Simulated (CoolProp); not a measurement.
Vapour-liquid equilibrium of cyclohexane (1) + n-dodecane (2) at 0.0613 MPa; x and y are mole fractions of (1).

Computed with CoolProp (multi-fluid Helmholtz-energy mixture model, Zhou 2014 and Lemmon 2004; pair parameters Bell 2016).

| x | bubble temperature (K) | y at the bubble point | dew temperature at overall composition x (K) | liquid density (mol/L) |
|---|---|---|---|---|
| 0.05 | 447.1 | 0.481 | 467.5 | 3.807 |
| 0.2 | 401.2 | 0.907 | 461.4 | 4.394 |
| 0.35 | 377.3 | 0.973 | 454.3 | 4.960 |
| 0.5 | 362.6 | 0.990 | 445.9 | 5.581 |
| 0.65 | 352.6 | 0.996 | 435.1 | 6.307 |
| 0.8 | 345.2 | 0.998 | 419.7 | 7.190 |
| 0.95 | 339.6 | 1.000 | 388.4 | 8.300 |

No azeotrope shows between x = 0.05 and 0.95.

The pair parameters rest on a limited set of measurements; away from them the model extrapolates.
